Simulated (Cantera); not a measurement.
## Transport properties of process gases

Gas mixture: N2 : O2 = 0.8 : 0.52 (molar parts), at 0.900 Torr, frozen composition.

Cantera's kinetic-theory transport with the Lennard-Jones parameters of GRI-Mech 3.0, ideal gas; thermal conductivity in the mixture-averaged form.

| T (K) | ρ (kg/m³) | cp (J/kg/K) | μ (µPa s) | λ (mW/m/K) | Pr | D (cm²/s) NH3 | D (cm²/s) CH4 | D (cm²/s) NO |
|---|---|---|---|---|---|---|---|---|
| 400 | 0.00107 | 1002 | 23.6 | 33.2 | 0.713 | 324 | 316 | 286 |
| 550 | 0.000776 | 1032 | 29.6 | 43.1 | 0.708 | 582 | 549 | 494 |
| 700 | 0.000610 | 1068 | 34.8 | 52.6 | 0.706 | 896 | 828 | 742 |
| 850 | 0.000502 | 1104 | 39.6 | 61.8 | 0.708 | 1260 | 1150 | 1030 |
| 1000 | 0.000427 | 1136 | 44.0 | 70.5 | 0.709 | 1670 | 1510 | 1350 |
| 1150 | 0.000371 | 1158 | 48.2 | 78.9 | 0.708 | 2120 | 1910 | 1700 |
| 1300 | 0.000328 | 1178 | 52.2 | 87.0 | 0.707 | 2610 | 2340 | 2090 |
| 1450 | 0.000294 | 1195 | 56.1 | 94.8 | 0.707 | 3140 | 2800 | 2500 |
| 1600 | 0.000267 | 1210 | 59.8 | 102 | 0.707 | 3710 | 3300 | 2940 |
D: mixture-averaged diffusion coefficient of that species in the mixture.
